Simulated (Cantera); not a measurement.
## Equilibrium for hydrogen reduction and annealing atmospheres: V₂O₃ + H₂

Feed: 1 mol V₂O₃, a varied amount of H₂, held at 6.30 bar.

These are equilibrium values from Cantera (NASA tables, ideal gas, pure condensed phases), not measurements of a reactor. Candidate condensed phases: H₂O, V, VO, V₂O₃, V₂O₄, V₂O₅; 12 gas species. Mutual solubility and eutectic melting of coexisting phases are not modelled. VO: taken at fixed stoichiometry. Condensed phases not in the tables: the oxides between V₂O₃ and V₂O₅ other than VO₂. Equilibrium is a limit: real reactors are often held back by kinetics, nucleation or transport.

### Question
Map the stable condensed phases over T = 700, 800, 900, 1000, 1100, 1200, 1300, 1400, 1500, 1600, 1700, 1800 K and n(H₂) in mol = 70, 99, 130, 160, 190, 220, 240, 270, 300, 330, 360, 390.

### Answer
```
T in K \ n(H₂) in mol
          70  99 130 160 190 220 240 270 300 330 360 390
   1800    A   A   A   A   A   A   A   A   A   A   A   A
   1700    B   B   A   A   A   A   A   A   A   A   A   A
   1600    B   B   B   B   A   A   A   A   A   A   A   A
   1500    B   B   B   B   B   B   B   B   A   A   A   A
   1400    B   B   B   B   B   B   B   B   B   B   B   B
   1300    B   B   B   B   B   B   B   B   B   B   B   B
   1200    B   B   B   B   B   B   B   B   B   B   B   B
   1100    B   B   B   B   B   B   B   B   B   B   B   B
   1000    B   B   B   B   B   B   B   B   B   B   B   B
    900    B   B   B   B   B   B   B   B   B   B   B   B
    800    B   B   B   B   B   B   B   B   B   B   B   B
    700    C   C   C   C   C   C   C   C   C   C   C   C
```
A: VO; B: VO + V₂O₃; C: V₂O₃.
